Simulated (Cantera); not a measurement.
Feed: 1 mol MgCO3, 9.6 mol O2, at 1273.15 K and 13.3 mbar.

These are equilibrium values from Cantera (NASA tables, ideal gas, pure condensed phases), not measurements of a reactor. Candidate condensed phases: C, Mg, MgCO3, MgO; 15 gas species. Kinetics and transport are ignored.

Base state: O2 0.906, CO2 0.0943 (mole fractions); condensed: MgO(s).

Q: What changes in the equilibrium state with this change: MgCO3 replaced by FeS?

A: 
| species | before | after |
|---|---|---|
| O2 | 0.906 | 0.887 |
| SO2 | 0 | 0.111 |
| SO3 | 0 | 0.00178 |
| CO2 | 0.0943 | 0 |
| MgO(s), mol | 1.00 | 0 |
| Fe2O3(s), mol | 0 | 0.500 |
Further candidate phases: Fe, FeO, FeS, FeSO4, FeS2, Fe2O3, Fe2(SO4)3, Fe3O4, S.
